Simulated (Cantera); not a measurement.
**Stirred combustor or abatement burner**

A perfectly stirred reactor is fed with 8.44 % CH4, 12.7 % H2, 16.5 % O2, 62.4 % N2, equivalence ratio 1.4, at 11.0 bar; it is adiabatic with a 450 K inlet, and is followed from long to short residence time, starting on the burning branch (τ in s: 0.19, 0.091, 0.045, 0.022, 0.011, 0.0052, 0.0026, 0.0013, 0.00061, 0.0003, 0.00015, 7.2e-05, 3.5e-05).

Model: GRI-Mech 3.0 (53 species, 325 reactions), integrated in Cantera.

| τ (s) | T (K) | x CH4 | x H2 | x O2 | x CO | x CH2CO | x C2H4 | x O |
|---|---|---|---|---|---|---|---|---|
| 0.19 | 2184 | 4.03e-5 | 0.0777 | 9.64e-6 | 0.0548 | 2.33e-8 | 4.11e-9 | 7.51e-7 |
| 0.091 | 2184 | 7.74e-5 | 0.0776 | 1.86e-5 | 0.0548 | 4.97e-8 | 1.57e-8 | 8.22e-7 |
| 0.045 | 2184 | 0.000142 | 0.0775 | 3.54e-5 | 0.0547 | 1.05e-7 | 5.48e-8 | 9.19e-7 |
| 0.022 | 2184 | 0.000258 | 0.0771 | 6.85e-5 | 0.0546 | 2.34e-7 | 1.89e-7 | 1.06e-6 |
| 0.011 | 2184 | 0.000450 | 0.0765 | 0.000130 | 0.0543 | 5.26e-7 | 6.02e-7 | 1.26e-6 |
| 0.0052 | 2184 | 0.000786 | 0.0755 | 0.000261 | 0.0538 | 1.28e-6 | 1.94e-6 | 1.63e-6 |
| 0.0026 | 2183 | 0.00124 | 0.0739 | 0.000490 | 0.0530 | 2.83e-6 | 5.13e-6 | 2.25e-6 |
| 0.0013 | 2181 | 0.00182 | 0.0719 | 0.000903 | 0.0521 | 5.87e-6 | 1.21e-5 | 3.38e-6 |
| 0.00061 | 2175 | 0.00258 | 0.0695 | 0.00172 | 0.0509 | 1.20e-5 | 2.77e-5 | 5.71e-6 |
| 0.00030 | 2161 | 0.00343 | 0.0674 | 0.00309 | 0.0500 | 2.22e-5 | 5.54e-5 | 9.82e-6 |
| 0.00015 | 2137 | 0.00449 | 0.0658 | 0.00547 | 0.0495 | 3.93e-5 | 0.000106 | 1.71e-5 |
| 7.2e-5 | 2082 | 0.00650 | 0.0650 | 0.0107 | 0.0492 | 7.69e-5 | 0.000226 | 3.07e-5 |
| 3.5e-5 | 450 | 0.0844 | 0.127 | 0.165 | <1e-12 | <1e-12 | <1e-12 | <1e-12 |
x: mole fraction; the columns are a selection and need not sum to one.
